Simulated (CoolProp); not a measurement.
Properties of normal hydrogen at several states (Tc = 33.1 K, pc = 1296 kPa, ω = -0.219).

Values from CoolProp's reference Helmholtz-energy equation of state, Leachman 2009.

```tsv
T (K)	p (kPa)	phase	Z	Joule-Thomson coefficient (K/MPa)	expansivity (1/kK)	conductivity (mW/(m K))	fugacity coefficient
622.2	1040	gas	1.003	-0.5548	1.602	318	1.003
568.2	30	gas	1.000	-0.5376	1.760	297	1.000
672.7	6210	supercritical	1.018	-0.5658	1.460	340	1.019
673.3	2320	supercritical	1.007	-0.5665	1.475	338	1.007
```

Thermal conductivity comes from a separate model (Assael 2011).
